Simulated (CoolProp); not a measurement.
Vapour-liquid equilibrium of isobutene (1) + n-butane (2) at 34.75 °C; x and y are mole fractions of (1).

Model: multi-fluid Helmholtz-energy mixture model, Lemmon 2005 and Bücker 2006; pair parameters Bell 2016, in CoolProp.

```csv
x,bubble pressure (MPa),y at the bubble point,dew pressure at overall composition x (MPa),liquid density (mol/L)
0.05,0.3310,0.063,0.3300,9.684
0.15,0.3405,0.181,(withheld),9.738
0.25,0.3494,0.292,0.3460,9.795
0.35,0.3579,0.398,0.3541,9.852
0.45,0.3659,0.498,0.3621,(withheld)
0.55,0.3736,0.595,0.3701,9.973
0.65,0.3811,(withheld),0.3780,10.04
0.75,0.3883,(withheld),0.3859,10.10
0.85,0.3953,0.870,(withheld),(withheld)
0.95,(withheld),0.957,0.4016,10.23
```

Fill in the missing entries.


- 0.15, dew pressure at overall composition x (MPa): 0.3380
- 0.45, liquid density (mol/L): 9.912
- 0.65, y at the bubble point: 0.689
- 0.75, y at the bubble point: 0.781
- 0.85, dew pressure at overall composition x (MPa): 0.3938
- 0.85, liquid density (mol/L): 10.17
- 0.95, bubble pressure (MPa): 0.4022

No azeotrope shows between x = 0.05 and 0.95.

The pair parameters rest on a limited set of measurements; away from them the model extrapolates.
